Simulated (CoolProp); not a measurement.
Saturated liquid density (kg/m³) of propylene: the reference equation beside estimates from Tc = 91.1 °C, pc = 4555 kPa, ω = 0.146. Rackett uses Z = 0.29056 − 0.08775 ω.

Computed with CoolProp (reference Helmholtz-energy equation of state, Lemmon 2013).

| T (°C) | reference | Rackett | Redlich-Kwong | Peng-Robinson |
|---|---|---|---|---|
| -90.25 | 660.5 | [?] | 615.3 | 696.8 |
| -84.45 | 653.9 | 644.7 | 609.1 | 690.8 |
| -78.75 | 647.3 | 638.4 | 602.9 | [?] |
| -72.95 | 640.5 | 631.9 | 596.3 | 678.3 |
| -67.15 | 633.7 | 625.4 | 589.6 | 671.7 |
| -61.35 | 626.8 | 618.7 | 582.6 | 664.8 |
| -55.65 | 619.9 | 612.0 | 575.6 | 657.8 |
| -49.85 | 612.8 | 605.2 | 568.3 | 650.4 |
| -44.05 | 605.6 | 598.1 | [?] | 642.7 |
| -38.25 | 598.3 | 591.0 | 552.8 | 634.8 |
| -32.45 | 590.9 | 583.7 | 544.8 | 626.5 |

Complete the blanks.


- -90.25, Rackett: 650.9
- -78.75, Peng-Robinson: 684.7
- -44.05, Redlich-Kwong: 560.7

Absolute difference from the reference over all 11 rows, mean and median: Rackett 1.3 and 1.3 %, Redlich-Kwong 7.2 and 7.1 %, Peng-Robinson 5.9 and 6.0 %.
